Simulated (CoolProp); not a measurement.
Computed with CoolProp (reference Helmholtz-energy equation of state, Zhou 2011).

Task: For dimethyl carbonate, give the phase and the Z, speed of sound (m/s), isothermal compressibility (1/MPa) at 464.6 K and 66.5 bar; 510 K and 66.5 bar.

Result: 
- 464.6 K and 66.5 bar: liquid; Z 0.187, speed of sound 636, isothermal compressibility 0.00407
- 510 K and 66.5 bar: liquid; Z 0.190, speed of sound 475, isothermal compressibility 0.00862
